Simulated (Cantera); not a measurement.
A perfectly stirred reactor is fed with 54.3 % NH₃, 45.7 % N₂, at 110000 Pa; it is held at 2400 K, and followed from long to short residence time.

Computed with Cantera and the gas-phase N/H chemistry of the illustrative SiF4/NH3 mechanism in the Surface Chemkin manual (1991). Walls and surfaces, which speed up NH3 decomposition in real reactors, are not modelled.

One state of this run: x NH₃ = 0.00514; x N₂H₂ = 1.12e-7; x H = 0.00559; x NH = 3.68e-5; x N₂H₄ = 1.11e-9; x N = 1.45e-5. x: mole fraction; the columns are a selection and need not sum to one.

Which value of τ (s) does it belong to?
(A) 0.0026
(B) 0.055
(C) 0.12
(D) 0.012

B, 0.055
